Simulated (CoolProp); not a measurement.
Vapour-liquid equilibrium of methanol (1) + water (2) at 2.83 bar; x and y are mole fractions of (1).

Computed with CoolProp (multi-fluid Helmholtz-energy mixture model, de Reuck 1993 and Wagner 2002; pair parameters Bell 2016).

```
x     bubble temperature, mixture model (K)  bubble temperature, Raoult's law (K)  y, mixture model  y, Raoult's law
----  -------------------------------------  ------------------------------------  ----------------  ---------------
0.05                                  399.7                                 401.3             0.173            0.142
0.15                                  392.1                                 395.3             0.402            0.361
0.25                                      ?                                 390.2             0.549            0.521
0.35                                  382.2                                 385.7             0.651            0.641
0.45                                  378.7                                 381.8             0.727            0.734
0.55                                  375.9                                 378.3                 ?            0.807
0.65                                  373.4                                 375.2                 ?            0.865
0.75                                  371.1                                 372.3             0.888            0.913
0.85                                      ?                                 369.7             0.933            0.953
0.95                                  367.1                                 367.3             0.978            0.985
```

Problem. Some entries are withheld; supply them.

Solution. 
- 0.25, bubble temperature, mixture model (K): 386.5
- 0.55, y, mixture model: 0.788
- 0.65, y, mixture model: 0.840
- 0.85, bubble temperature, mixture model (K): 369.1

The largest gap from Raoult's law is -3.7 K in bubble temperature, at x = 0.25. No azeotrope shows between x = 0.05 and 0.95.

Pair parameters are fitted to limited data, so mixtures are less certain than the pure fluids.
